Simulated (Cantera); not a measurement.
A perfectly stirred reactor is fed with CH₄ : H₂ : O₂ : N₂ = 1 : 0.39 : 2.31 : 8.69 (molar parts), equivalence ratio 0.95, at 5.10 bar; it is adiabatic with a 650 K inlet, and is followed from long to short residence time, starting on the burning branch (τ in s: 0.22, 0.082, 0.031, 0.011, 0.0042, 0.0016, 0.00057, 0.00021, 7.9e-05, 2.9e-05, 1.1e-05).

Detailed kinetics in Cantera: GRI-Mech 3.0 (53 species, 325 reactions).

One state of this run: T (K) = 2426; x CH₄ = 3.75e-6; x H₂ = 0.00346; x O₂ = 0.0125; x CH₂O = 7.05e-7; x HO₂ = 3.07e-6. x: mole fraction; the columns are a selection and need not sum to one.

### Question
Which value of τ (s) does it belong to?
(A) 0.011
(B) 7.9e-5
(C) 0.0042
(D) 0.00057

### Answer
A, 0.011
